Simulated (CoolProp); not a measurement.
Vapour-liquid equilibrium of propane (1) + n-pentane (2) at 40.3 kPa; x and y are mole fractions of (1).

Model: multi-fluid Helmholtz-energy mixture model, Lemmon 2009 and Thol 2019; pair parameters Kunz 2012, in CoolProp.

```
x     bubble temperature (°C)  y at the bubble point  dew temperature at overall composition x (°C)  liquid density (mol/L)
----  -----------------------  ---------------------  ---------------------------------------------  ----------------------
0.05                     -7.0                  0.579                                           10.3                   9.123
0.15                    -27.1                  0.868                                            7.8                   9.606
0.25                    -37.1                  0.935                                            5.0                   10.02
0.35                    -43.3                  0.962                                            1.9                   10.43
0.45                    -47.7                  0.975                                           -1.7                   10.87
0.55                    -51.0                  0.983                                           -5.7                   11.34
0.65                    -53.8                  0.989                                          -10.6                   11.84
0.75                    -56.1                  0.993                                          -16.7                   12.36
0.85                    -58.2                  0.996                                          -25.1                   12.89
0.95                    -60.1                  0.999                                          -40.3                   13.41
```

No azeotrope shows between x = 0.05 and 0.95.

The pair parameters rest on a limited set of measurements; away from them the model extrapolates.
